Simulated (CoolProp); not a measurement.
Vapour-liquid equilibrium of CHF3 (R23) (1) + CH2F2 (R32) (2) at -72.35 °C; x and y are mole fractions of (1).

Values from CoolProp's multi-fluid Helmholtz-energy mixture model, Penoncello 2003 and Tillner-Roth 1997; pair parameters Bell 2016.

| x | bubble pressure, mixture model (kPa) | bubble pressure, Raoult's law (kPa) | y, mixture model | y, Raoult's law |
|---|---|---|---|---|
| 0.05 | ___ | 38.14 | ___ | 0.225 |
| 0.2 | 59.98 | 59.25 | ___ | 0.580 |
| 0.35 | 81.40 | 80.36 | ___ | 0.748 |
| 0.5 | 102.4 | 101.5 | ___ | 0.847 |
| 0.65 | 123.2 | 122.6 | 0.904 | 0.911 |
| 0.8 | ___ | 143.7 | 0.951 | 0.957 |
| 0.95 | 164.7 | 164.8 | 0.989 | 0.991 |

Problem. Complete the blanks.

Solution. 
- 0.05, bubble pressure, mixture model (kPa): 38.33
- 0.05, y, mixture model: 0.226
- 0.2, y, mixture model: 0.577
- 0.35, y, mixture model: 0.743
- 0.5, y, mixture model: 0.839
- 0.8, bubble pressure, mixture model (kPa): 143.8

The largest gap from Raoult's law is +1.3 % in bubble pressure, at x = 0.35. No azeotrope shows between x = 0.05 and 0.95.

Pair parameters are fitted to limited data, so mixtures are less certain than the pure fluids.
